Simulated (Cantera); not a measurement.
Input (Python, Cantera):

```python
import numpy as np
import cantera as ct

gas = ct.Solution("gri30.yaml")
gas.TPX = 1600, 101325, {'C2H6': 0.25, 'H2': 20}
reactor = ct.IdealGasConstPressureReactor(gas, energy="off", clone=False)
net = ct.ReactorNet([reactor])
net.rtol, net.atol = 1e-08, 1e-18
show = ['C2H6', 'H2', 'H', 'CH4', 'C2H4']
times = np.geomspace(1e-05, 50, 9)

steps = ct.SolutionArray(gas, extra=["t"])
rows = []
print(f"{'t/s':>10s}{'T/K':>9s}{'P/Pa':>11s}" + "".join(f"{s:>11s}" for s in show))
for t in times:
    while net.time < t:
        t_next = net.step()
        steps.append(gas.state, t=t_next)
    rows.append([np.interp(t, steps.t, y) for y in (steps.T, steps.P, *steps(*show).X.T)])
    print(f"{t:10.3e}{rows[-1][0]:9.1f}{rows[-1][1]:11.4g}" + "".join(f"{x:11.3e}" for x in rows[-1][2:]))
rate = np.gradient(steps.T, steps.t)
print("integrator steps:", len(steps.t))
if steps.T.max() > steps.T[0] + 200:
    print(f"time of steepest temperature rise: {steps.t[rate.argmax()]:.4e} s")
gas.TPX = 1600, 101325, {'C2H6': 0.25, 'H2': 20}
gas.equilibrate("TP")
print(f"equilibrium (TP): T = {gas.T:.1f} K  " + "  ".join(f"{s} {gas[s].X[0]:.3e}" for s in show))
```

It prints:

```
       t/s      T/K       P/Pa       C2H6         H2          H        CH4       C2H4
 1.000e-05   1600.0  1.013e+05  9.845e-03  9.863e-01  4.352e-04  1.599e-03  1.385e-03
 6.877e-05   1600.0  1.013e+05  3.607e-04  9.819e-01  5.221e-04  1.054e-02  5.359e-03
 4.729e-04   1600.0  1.013e+05  1.036e-05  9.821e-01  9.876e-05  1.109e-02  3.388e-03
 3.252e-03   1600.0  1.013e+05  3.110e-06  9.821e-01  5.909e-05  1.123e-02  1.263e-03
 2.236e-02   1600.0  1.013e+05  1.656e-06  9.820e-01  5.638e-05  1.147e-02  6.274e-04
 1.538e-01   1600.0  1.013e+05  1.604e-06  9.813e-01  5.566e-05  1.276e-02  5.669e-04
 1.057e+00   1600.0  1.013e+05  1.506e-06  9.794e-01  5.408e-05  1.650e-02  3.928e-04
 7.271e+00   1600.0  1.013e+05  1.496e-06  9.790e-01  5.382e-05  1.727e-02  3.566e-04
 5.000e+01   1600.0  1.013e+05  1.496e-06  9.790e-01  5.382e-05  1.727e-02  3.566e-04
integrator steps: 1065
equilibrium (TP): T = 1600.0 K  C2H6 1.496e-06  H2 9.790e-01  H 5.382e-05  CH4 1.727e-02  C2H4 3.566e-04
```

Computed with Cantera and GRI-Mech 3.0 (53 species, 325 reactions). GRI-Mech 3.0 stops at C3 and has no aromatics, soot or wall deposition, so with more carbon than oxygen in the feed, carbon stays in small species such as C2H2 where larger ones or solid carbon would form.
